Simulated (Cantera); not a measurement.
Input: 1 mol C₆H₆, 0.095 mol CO₂, 1.5 mol H₂, at 1.00 bar.

Method: chemical equilibrium by Gibbs-energy minimisation in Cantera with the NASA 1993 tables (ideal gas, pure condensed phases). Candidate condensed phases: C, C₆H₆, C₇H₈, C₈H₁₈, H₂O; 110 gas species. Equilibrium is a limit: real reactors are often held back by kinetics, nucleation or transport.

### Question
What share of the C ends up in condensed phases as a function of T (K), at 1723, 1873, 2023, 2173, 2323, 2473, 2623, 2773, 2923, 3073?

### Answer
```csv
T (K),C condensed (%),as
1723,96.8,C(graphite)
1873,96.8,C(graphite)
2023,96.7,C(graphite)
2173,96.5,C(graphite)
2323,96.2,C(graphite)
2473,95.5,C(graphite)
2623,94.3,C(graphite)
2773,92.5,C(graphite)
2923,89.9,C(graphite)
3073,86.1,C(graphite)
```
